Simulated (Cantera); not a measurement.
Input (Python, Cantera) and output of one run.

```python
import numpy as np
import cantera as ct

gas_names = """
    F FO FO2 F2 F2O H HF HOF HO2 H2 H2F2 H2O H2O2 H3F3 H4F4 H5F5 H6F6 H7F7 O OH O2 O3 Si SiF SiF2 SiF3
    SiF4 SiH SiHF3 SiH2 SiH2F2 SiH3 SiH3F SiH4 SiO SiO2 Si2 Si3
""".split()
cond_names = """
    H2O(s) H2O(L) Si(cr) Si(L) SiO2(Lqz) SiO2(hqz) SiO2(L)
""".split()


# ... load() reads the species with a 1 bar reference pressure and builds the phases ...
atoms = {
    'SiF4': {'Si': 1, 'F': 4},
    'O3': {'O': 3},
    'H2': {'H': 2},
    'H2O': {'H': 2, 'O': 1},
}
top_T = {}  # K; cautious upper limits of use, not melting points


# ... equilibrate(T, P, feed) seeds the gas with the atoms and calls Mixture.equilibrate('TP', solver="vcs", rtol=1e-11, max_steps=5000) ...
results = []
feed = {'SiF4': 1, 'O3': 5.6, 'H2': 4.7, 'H2O': 0.72}  # mol
T = 1448  # K
P = 100000  # Pa
mix = equilibrate(T, P, feed)
results.append((T, P, feed, dict(zip(mix.species_names, mix.species_moles))))
x = sorted(zip(gas.X, gas.species_names), reverse=True)
print(f"T = {T:g} K  P = {P:g} Pa  gas = {mix.phase_moles(0):.4g} mol")
print("   x: " + "  ".join(f"{s} {v:.3e}" for v, s in x if v > 1e-06))
print("   condensed (mol): " + ("  ".join(f"{mix.phase(i).name} {mix.phase_moles(i):.4g}"
      for i in range(1, mix.n_phases) if mix.phase_moles(i) > 1e-12) or "none"))
```

It prints:

```
T = 1448 K  P = 100000 Pa  gas = 13.39 mol
   x: O2 4.519e-01  HF 2.738e-01  H2O 2.679e-01  SiF4 6.246e-03  OH 9.704e-05  O 1.311e-06  H2F2 1.039e-06
   condensed (mol): SiO2(hqz) 0.9164
```

Method: chemical equilibrium by Gibbs-energy minimisation in Cantera with the NASA 1993 tables (ideal gas, pure condensed phases). The tables hold silica as quartz up to 1696 K and as liquid above; real silica turns to tridymite and cristobalite and melts near 1996 K. Gases not in the tables: Si(OH)4.
